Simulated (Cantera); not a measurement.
An adiabatic, constant-volume homogeneous reactor starts with CO : H2 : CH4 : O2 : N2 = 1 : 0.36 : 0.17 : 0.85 : 2.89 (molar parts), equivalence ratio 1.2, at 1198 K and 15.0 bar. Integrator tolerance rtol = 1e-08.

Detailed kinetics in Cantera: GRI-Mech 3.0 (53 species, 325 reactions). The pressure lies above the range GRI-Mech 3.0 was tuned for (to about 10 atm). Above 3000 K some thermodynamic fits are extrapolated.

Q: What does this change do: initial temperature 1198 to 1600 K?

A: 
```
quantity                                                            before                                    after
---------------------------------  ---------------------------------------  ---------------------------------------
time of steepest temperature rise                                  74.6 µs                                  3.22 µs
temperature at 0.200 s                                              3144 K                                   3253 K
equilibrium temperature                                             3144 K                                   3253 K
x(CO) at 0.200 s                       0.105 (gas-phase equilibrium 0.105)      0.120 (gas-phase equilibrium 0.120)
x(H2) at 0.200 s                     0.0123 (gas-phase equilibrium 0.0123)    0.0149 (gas-phase equilibrium 0.0149)
x(CH4) at 0.200 s                  <1e-12 (gas-phase equilibrium 1.02e-12)  <1e-12 (gas-phase equilibrium 1.08e-12)
x(NO) at 0.200 s                     0.0122 (gas-phase equilibrium 0.0122)    0.0161 (gas-phase equilibrium 0.0161)
x(C2H2) at 0.200 s                   <1e-12 (gas-phase equilibrium <1e-12)    <1e-12 (gas-phase equilibrium <1e-12)
x(OH) at 0.200 s                     0.0159 (gas-phase equilibrium 0.0159)    0.0218 (gas-phase equilibrium 0.0218)
```

Q: What does this change do: initial temperature 1198 to 1075 K?

A: 
```csv
quantity,before,after
time of steepest temperature rise,74.6 µs,0.613 ms
temperature at 0.200 s,3144 K,3110 K
equilibrium temperature,3144 K,3110 K
x(CO) at 0.200 s,0.105 (gas-phase equilibrium 0.105),0.1000 (gas-phase equilibrium 0.1000)
x(H2) at 0.200 s,0.0123 (gas-phase equilibrium 0.0123),0.0116 (gas-phase equilibrium 0.0116)
x(CH4) at 0.200 s,<1e-12 (gas-phase equilibrium 1.02e-12),<1e-12 (gas-phase equilibrium 1.04e-12)
x(NO) at 0.200 s,0.0122 (gas-phase equilibrium 0.0122),0.0110 (gas-phase equilibrium 0.0110)
x(C2H2) at 0.200 s,<1e-12 (gas-phase equilibrium <1e-12),<1e-12 (gas-phase equilibrium <1e-12)
x(OH) at 0.200 s,0.0159 (gas-phase equilibrium 0.0159),0.0142 (gas-phase equilibrium 0.0142)
```

Q: What does this change do: pressure from 15.0 bar to 1.00 bar?

A: 
```json
[
 {"quantity": "time of steepest temperature rise", "before": "74.6 µs", "after": "0.217 ms"},
 {"quantity": "temperature at 0.200 s", "before": "3144 K", "after": "2898 K"},
 {"quantity": "equilibrium temperature", "before": "3144 K", "after": "2898 K"},
 {"quantity": "x(CO) at 0.200 s", "before": "0.105 (gas-phase equilibrium 0.105)", "after": "0.119 (gas-phase equilibrium 0.119)"},
 {"quantity": "x(H2) at 0.200 s", "before": "0.0123 (gas-phase equilibrium 0.0123)", "after": "0.0157 (gas-phase equilibrium 0.0157)"},
 {"quantity": "x(CH4) at 0.200 s", "before": "<1e-12 (gas-phase equilibrium 1.02e-12)", "after": "<1e-12 (gas-phase equilibrium <1e-12)"},
 {"quantity": "x(NO) at 0.200 s", "before": "0.0122 (gas-phase equilibrium 0.0122)", "after": "0.0114 (gas-phase equilibrium 0.0114)"},
 {"quantity": "x(C2H2) at 0.200 s", "before": "<1e-12 (gas-phase equilibrium <1e-12)", "after": "<1e-12 (gas-phase equilibrium <1e-12)"},
 {"quantity": "x(OH) at 0.200 s", "before": "0.0159 (gas-phase equilibrium 0.0159)", "after": "0.0202 (gas-phase equilibrium 0.0202)"}
]
```
